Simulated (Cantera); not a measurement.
Charge: 1 mol TiO2, a varied amount of Cl2, at 1000 Pa.

Points: T (K) = 973, 998, 1023, 1048, 1073, 1098, 1123, 1148, 1173, 1198, 1223, 1248, 1273, 1298; n(Cl2) (mol) = 0.029, 0.12, 0.21, 0.29, 0.38, 0.47, 0.56, 0.65, 0.73, 0.82.

Cantera's Mixture.equilibrate('TP', solver="vcs", rtol=1e-11, max_steps=5000) on the NASA tables stopped like this:

```
*******************************************************************************
CanteraError thrown by VCS_SOLVE::solve_tp_inner:
vcs_solve_TP: ERROR on step change wt[17:TiCL4(L)]: -6.938893903907228e-18 < 0.0
*******************************************************************************
```

**Question.** What got this run through?

**Answer.** One answer among several that fit: The failure is numerical, not chemical. The same input converged with solver="gibbs", rtol=1e-10, max_steps=50000, and the result passed a check of the equilibrium conditions:
```
    973      0.029  TiO2(ru)
    973       0.12  TiO2(ru)
    973       0.21  TiO2(ru)
    973       0.29  TiO2(ru)
    973       0.38  TiO2(ru)
    973       0.47  TiO2(ru)
    973       0.56  TiO2(ru)
    973       0.65  TiO2(ru)
    973       0.73  TiO2(ru)
    973       0.82  TiO2(ru)
    998      0.029  TiO2(ru)
    998       0.12  TiO2(ru)
    998       0.21  TiO2(ru)
    998       0.29  TiO2(ru)
    998       0.38  TiO2(ru)
    998       0.47  TiO2(ru)
    998       0.56  TiO2(ru)
    998       0.65  TiO2(ru)
    998       0.73  TiO2(ru)
    998       0.82  TiO2(ru)
   1023      0.029  TiO2(ru)
   1023       0.12  TiO2(ru)
   1023       0.21  TiO2(ru)
   1023       0.29  TiO2(ru)
   1023       0.38  TiO2(ru)
   1023       0.47  TiO2(ru)
   1023       0.56  TiO2(ru)
   1023       0.65  TiO2(ru)
   1023       0.73  TiO2(ru)
   1023       0.82  TiO2(ru)
   1048      0.029  TiO2(ru)
   1048       0.12  TiO2(ru)
   1048       0.21  TiO2(ru)
   1048       0.29  TiO2(ru)
   1048       0.38  TiO2(ru)
   1048       0.47  TiO2(ru)
   1048       0.56  TiO2(ru)
   1048       0.65  TiO2(ru)
   1048       0.73  TiO2(ru)
   1048       0.82  TiO2(ru)
   1073      0.029  TiO2(ru)
   1073       0.12  TiO2(ru)
   1073       0.21  TiO2(ru)
   1073       0.29  TiO2(ru)
   1073       0.38  TiO2(ru)
   1073       0.47  TiO2(ru)
   1073       0.56  TiO2(ru)
   1073       0.65  TiO2(ru)
   1073       0.73  TiO2(ru)
   1073       0.82  TiO2(ru)
   1098      0.029  TiO2(ru)
   1098       0.12  TiO2(ru)
   1098       0.21  TiO2(ru)
   1098       0.29  TiO2(ru)
   1098       0.38  TiO2(ru)
   1098       0.47  TiO2(ru)
   1098       0.56  TiO2(ru)
   1098       0.65  TiO2(ru)
   1098       0.73  TiO2(ru)
   1098       0.82  TiO2(ru)
   1123      0.029  TiO2(ru)
   1123       0.12  TiO2(ru)
   1123       0.21  TiO2(ru)
   1123       0.29  TiO2(ru)
   1123       0.38  TiO2(ru)
   1123       0.47  TiO2(ru)
   1123       0.56  TiO2(ru)
   1123       0.65  TiO2(ru)
   1123       0.73  TiO2(ru)
   1123       0.82  TiO2(ru)
   1148      0.029  TiO2(ru)
   1148       0.12  TiO2(ru)
   1148       0.21  TiO2(ru)
   1148       0.29  TiO2(ru)
   1148       0.38  TiO2(ru)
   1148       0.47  TiO2(ru)
   1148       0.56  TiO2(ru)
   1148       0.65  TiO2(ru)
   1148       0.73  TiO2(ru)
   1148       0.82  TiO2(ru)
   1173      0.029  TiO2(ru)
   1173       0.12  TiO2(ru)
   1173       0.21  TiO2(ru)
   1173       0.29  TiO2(ru)
   1173       0.38  TiO2(ru)
   1173       0.47  TiO2(ru)
   1173       0.56  TiO2(ru)
   1173       0.65  TiO2(ru)
   1173       0.73  TiO2(ru)
   1173       0.82  TiO2(ru)
   1198      0.029  TiO2(ru)
   1198       0.12  TiO2(ru)
   1198       0.21  TiO2(ru)
   1198       0.29  TiO2(ru)
   1198       0.38  TiO2(ru)
   1198       0.47  TiO2(ru)
   1198       0.56  TiO2(ru)
   1198       0.65  TiO2(ru)
   1198       0.73  TiO2(ru)
   1198       0.82  TiO2(ru)
   1223      0.029  TiO2(ru)
   1223       0.12  TiO2(ru)
   1223       0.21  TiO2(ru)
   1223       0.29  TiO2(ru)
   1223       0.38  TiO2(ru)
   1223       0.47  TiO2(ru)
   1223       0.56  TiO2(ru)
   1223       0.65  TiO2(ru)
   1223       0.73  TiO2(ru)
   1223       0.82  TiO2(ru)
   1248      0.029  TiO2(ru)
   1248       0.12  TiO2(ru)
   1248       0.21  TiO2(ru)
   1248       0.29  TiO2(ru)
   1248       0.38  TiO2(ru)
   1248       0.47  TiO2(ru)
   1248       0.56  TiO2(ru)
   1248       0.65  TiO2(ru)
   1248       0.73  TiO2(ru)
   1248       0.82  TiO2(ru)
   1273      0.029  TiO2(ru)
   1273       0.12  TiO2(ru)
   1273       0.21  TiO2(ru)
   1273       0.29  TiO2(ru)
   1273       0.38  TiO2(ru)
   1273       0.47  TiO2(ru)
   1273       0.56  TiO2(ru)
   1273       0.65  TiO2(ru)
   1273       0.73  TiO2(ru)
   1273       0.82  TiO2(ru)
   1298      0.029  TiO2(ru)
   1298       0.12  TiO2(ru)
   1298       0.21  TiO2(ru)
   1298       0.29  TiO2(ru)
   1298       0.38  TiO2(ru)
   1298       0.47  TiO2(ru)
   1298       0.56  TiO2(ru)
   1298       0.65  TiO2(ru)
   1298       0.73  TiO2(ru)
   1298       0.82  TiO2(ru)
```

The gas is ideal and each condensed phase is pure. The tables' values for TiCl2 are old estimates. Condensed phases not in the tables: TiOCl.
